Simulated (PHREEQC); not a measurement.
## Buffer

Dissolve 0.086 mol NaHSO4, 0.0018 mol KOH and 0.00091 mol KHF2 per kg of water at 20 °C. Closed to the air; pH follows from the charge balance.

Computed with PHREEQC (ion-association model, phreeqc.dat).

| Property | Result |
|---|---|
| pH | 1.50 |
| ionic strength | 0.161 mol/kgw |
| specific conductance | 18000 µS/cm |
| density | 1.006 g/cm³ |
| total alkalinity | -85.1 meq/kg |

```csv
species,molality,activity,log γ
Na+,0.0813,0.0618,-0.119
HSO4-,0.0438,0.0332,-0.120
H+,0.0395,0.0319,-0.093
SO4-2,0.0373,0.0119,-0.496
NaSO4-,0.00470,0.00357,-0.119
K+,0.00252,0.00184,-0.136
```

Precipitation was switched off in this run. Species that the database lacks are ignored.
